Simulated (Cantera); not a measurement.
Premixed flame

A freely propagating, adiabatic, planar premixed flame of H2 : O2 : N2 : H2O = 1 : 0.588 : 2.29 : 0.17 (molar parts), equivalence ratio 0.85, unburnt at 373 K and 1.70 bar; multicomponent transport, grid criteria slope 0.08 and curve 0.16, no radiation.

Detailed kinetics in Cantera: the H2/O2 subset of GRI-Mech 3.0, which has no nitrogen chemistry. Burning velocities carry a grid error of a few per cent, more on coarse grids.

```
z (mm)   T (K)  u (m/s)     x H2    x O2   x H2O      x OH    x H2O2     x HO2
-------  -----  -------  -------  ------  ------  --------  --------  --------
-0.556     373     2.01    0.247   0.145  0.0420     <1e-8     <1e-8     <1e-8
-0.370     373     2.01    0.247   0.145  0.0420     <1e-8     <1e-8     <1e-8
-0.278     373     2.01    0.246   0.145  0.0420     <1e-8   1.05e-8   5.05e-8
-0.185     374     2.01    0.243   0.146  0.0422     <1e-8   2.47e-7   1.18e-6
-0.0926    423     2.21    0.219   0.149  0.0466   8.03e-6   2.93e-5  0.000165
-0.0463    697     3.52    0.175   0.143  0.0761  0.000635  0.000104  0.000584
0         1124     5.53    0.113   0.114   0.144   0.00178   3.54e-5  0.000238
0.0463    1432     6.98   0.0593  0.0750   0.215   0.00509   6.91e-6  0.000116
0.0926    1609     7.82   0.0334  0.0516   0.254   0.00866   3.66e-6   6.64e-5
0.185     1783     8.61   0.0210  0.0387   0.278    0.0115   1.82e-6   3.73e-5
0.370     1929     9.25   0.0153  0.0338   0.292    0.0114   9.68e-7   2.17e-5
0.741     2037     9.70  0.00966  0.0306   0.304   0.00976   5.90e-7   1.16e-5
1.48      2105     9.98  0.00511  0.0288   0.313   0.00740   3.81e-7   5.88e-6
```
x: mole fraction of selected species; z is measured from the peak of heat release.

```json
{
  "laminar_burning_velocity": "201 cm/s",
  "thermal_thickness": "0.185 mm",
  "peak x(OH)": "0.0117",
  "peak x(H2O2)": "0.000104",
  "peak x(HO2)": "0.000640",
  "grid_points": "109"
}
```
